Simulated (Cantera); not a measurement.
# Carbon deposition, reforming and gasification: C2H5OH + NH3 + O2

Input: 1 mol C2H5OH, 1 mol NH3, 0.037 mol O2, equilibrated at 750 Torr.

These are equilibrium values from Cantera (NASA tables, ideal gas, pure condensed phases), not measurements of a reactor. Candidate condensed phases: C, C6H6, C7H8, C8H18, H2O; 136 gas species. Kinetics and transport are ignored.

```
T (K)    x H2     x CH4     x H2O      x CO    x N2     x CO2  n C(graphite)
-----  ------  --------  --------  --------  ------  --------  -------------
500    0.0145     0.523     0.298   4.65e-6   0.151    0.0131          0.224
650     0.131     0.445     0.257  0.000771   0.142    0.0236          0.348
800     0.420     0.237     0.175    0.0178   0.119    0.0313          0.796
950     0.649    0.0706    0.0632     0.104  0.0948    0.0182          0.983
1100    0.717    0.0184    0.0107     0.167  0.0849   0.00246          0.895
1250    0.733   0.00591   0.00194     0.176  0.0830  0.000297          0.904
1400    0.738   0.00235  0.000486     0.177  0.0825   5.36e-5          0.914
1550    0.739   0.00111  0.000158     0.177  0.0822   1.36e-5          0.918
1700    0.739  0.000599   6.31e-5     0.177  0.0819   4.42e-6          0.916
1850    0.739  0.000357   2.93e-5     0.177  0.0813   1.74e-6          0.910
2000    0.737  0.000230   1.53e-5     0.177  0.0804   7.99e-7          0.895
2150    0.733  0.000158   8.72e-6     0.177  0.0789   4.11e-7          0.868
```
x: gas mole fraction; n: condensed amount in mol.

From 500 K to 2150 K the condensed part is C(graphite). The main C-bearing gas is CH4 at 500 K and CO at 2150 K. The share of C in condensed phases is highest at 950 K (49.1 %) and lowest at 500 K (11.2 %).
